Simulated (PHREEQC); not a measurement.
A solution holds 0.0017 mol/kgw LiOH, 0.00092 mol/kgw H3BO3 and 4.7e-05 mol/kgw K2CO3, at 20 °C. Closed to the air; pH follows from the charge balance.

Equilibrium calculation in PHREEQC: ion-association model, phreeqc.dat.

No solid was allowed to form.

**Question.** Estimate the pH, ionic strength.

**Answer.** pH 11.05; ionic strength 0.00183 mol/kgw.

**Question.** In which forms is C present?

**Answer.** CO3-2 84 %, HCO3- 16 % of the C.
